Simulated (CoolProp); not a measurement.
Vapour-liquid equilibrium of R227EA (1) + n-butane (2) at 138 kPa; x and y are mole fractions of (1).

Values from CoolProp's multi-fluid Helmholtz-energy mixture model, Lemmon 2016 and Bücker 2006; pair parameters Bell 2016.

```tsv
x	bubble temperature, mixture model (K)	bubble temperature, Raoult's law (K)	y, mixture model	y, Raoult's law
0.05	271.7	279.9	0.312	0.090
0.125	265.1	278.1	0.495	0.212
0.2	262.3	276.5	0.566	0.321
0.275	261.1	275.0	0.598	0.418
0.35	260.5	273.6	0.614	0.505
0.425	260.3	272.3	0.625	0.583
0.5	260.1	271.1	0.633	0.655
0.575	260.0	269.9	0.644	0.719
0.65	259.9	268.8	0.661	0.779
0.725	260.0	267.7	0.686	0.833
0.8	260.3	266.7	0.726	0.884
0.875	261.0	265.7	0.790	0.930
0.95	262.5	264.8	0.894	0.973
```

The largest gap from Raoult's law is -14.2 K in bubble temperature, at x = 0.2. y crosses x between x = 0.65 and 0.725: the model has an azeotrope there.

Pair parameters are fitted to limited data, so mixtures are less certain than the pure fluids. With so large a gap from Raoult's law the liquid may split in two, which this calculation doesn't test in full.
